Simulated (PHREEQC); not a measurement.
1 kg of water holding 0.24 mol/kgw NaOH and 0.016 mol/kgw K2CO3 meets 20 L of dry gas (H2S 1 by moles) at fixed total pressure, at 60 °C; fugacities by Peng-Robinson. The gases take part in no redox reaction, some water evaporates into the gas, and hydrates or a liquid gas phase aren't modelled. Nothing may precipitate in this run.

Equilibrium calculation in PHREEQC: ion-association model, phreeqc.dat.

| P (atm) | dissolved H2S (mol/kgw) | φ of H2S | pH |
|---|---|---|---|
| 1 | 0.292 | 0.994 | 7.30 |
| 2 | 0.338 | 0.988 | 6.95 |
| 3 | 0.383 | 0.982 | 6.77 |
| 5 | 0.470 | 0.971 | 6.54 |
| 7.5 | 0.575 | 0.956 | 6.37 |
| 10 | 0.676 | 0.942 | 6.25 |
| 15 | 0.865 | 0.913 | 6.09 |

Away from 25 °C the constants follow the database's enthalpies or fits; those with neither stay at their 25 °C values.
